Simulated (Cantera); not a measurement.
Cantera run:

```python
import numpy as np
import cantera as ct

gas_names = """
    Fe FeO Fe(OH)2 H HNO HNO2 HNO3 HO2 H2 H2O H2O2 N NH NH2 NH3 NH2OH NO NO2 NO3 N2 N2H2 N2H4 N2O O OH
    O2 O3
""".split()
cond_names = """
    Fe(a) Fe(c) Fe(d) Fe(L) FeO(s) FeO(L) Fe(OH)2(s) Fe(OH)3(s) Fe2O3(s) Fe3O4(s) H2O(s) H2O(L)
""".split()


# ... load() reads the species with a 1 bar reference pressure and builds the phases ...
atoms = {
    'Fe': {'Fe': 1},
    'H2O': {'H': 2, 'O': 1},
    'N2': {'N': 2},
}
top_T = {'Fe2O3(s)': 1830, 'Fe3O4(s)': 1870}  # K; cautious upper limits of use, not melting points


# ... equilibrate(T, P, feed) seeds the gas with the atoms and calls Mixture.equilibrate('TP', solver="vcs", rtol=1e-11, max_steps=5000) ...
results = []
T = 1673  # K
P = 27000  # Pa
for m in [0.31, 0.42, 0.58, 0.81, 1.1, 1.5, 2.1, 2.9, 4]:
    feed = {'Fe': 1, 'H2O': 0.29, 'N2': m}  # mol
    mix = equilibrate(T, P, feed)
    results.append((T, P, feed, dict(zip(mix.species_names, mix.species_moles))))

top = {s: max(r[3][s] / sum(r[3][g] for g in gas_names) for r in results) for s in gas_names}
cols = sorted((s for s in top if top[s] > 0.0001), key=lambda s: -top[s])[:8]
seen = [c for c in cond_names if any(r[3].get(c, 0) > 1e-12 for r in results)]
print("log10 of partial pressures in bar; condensed amounts in mol")
print(f"{'n(N2)':>10s}" + "".join(f"{s[:9]:>10s}" for s in cols + seen))
for T, P, feed, n in results:
    ng = sum(n[g] for g in gas_names)
    print(f"{feed['N2']:10.4g}" + "".join(f"{np.log10(max(n[s] / ng * P / 1e5, 1e-99)):10.3f}" for s in cols)
          + "".join(f"{n.get(c, 0):10.4g}" for c in seen))
```

It prints:

```
log10 of partial pressures in bar; condensed amounts in mol
     n(N2)        N2        H2       H2O         H     Fe(d)    FeO(L)
      0.31    -0.855    -1.053    -1.378    -4.470    0.8031    0.1969
      0.42    -0.797    -1.126    -1.451    -4.506    0.8031    0.1969
      0.58    -0.745    -1.214    -1.539    -4.551    0.8031    0.1969
      0.81    -0.702    -1.316    -1.641    -4.601    0.8031    0.1969
       1.1    -0.670    -1.417    -1.743    -4.652     0.803    0.1969
       1.5    -0.645    -1.527    -1.853    -4.707     0.803    0.1969
       2.1    -0.625    -1.653    -1.978    -4.770     0.803    0.1969
       2.9    -0.610    -1.778    -2.104    -4.833     0.803    0.1969
         4    -0.599    -1.907    -2.232    -4.897     0.803    0.1969
```

These are equilibrium values from Cantera (NASA tables, ideal gas, pure condensed phases), not measurements of a reactor. Mutual solubility and eutectic melting of coexisting phases are not modelled. The tables' stoichiometric FeO is somewhat more stable than real wüstite, so its field is too wide. FeO: taken at fixed stoichiometry.
